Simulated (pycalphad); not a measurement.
CALPHAD calculation (pycalphad, COST 507 light-alloy database (1999)), 1 atm. The database dates from 1999; later assessments differ in places, in temperatures and in the compounds included. Amounts are mole fractions of atoms.

Q: Give the equilibrium state of Si-0.5442Ti (wt.%) at 627 °C.

A: diamond (Si), fraction 0.990, with <0.01 Ti wt.%; SI2TI, fraction 0.010, with 46.0 Ti wt.%.

Q: Give the equilibrium state of Si-0.5442Ti (wt.%) at 1377 °C.

A: diamond (Si), fraction 0.977, with <0.01 Ti wt.%; liquid, fraction 0.023, with 22.0 Ti wt.%.

Database names, with the compositions (at.%) that they take in these runs: SI2TI: Si 67 Ti 33.
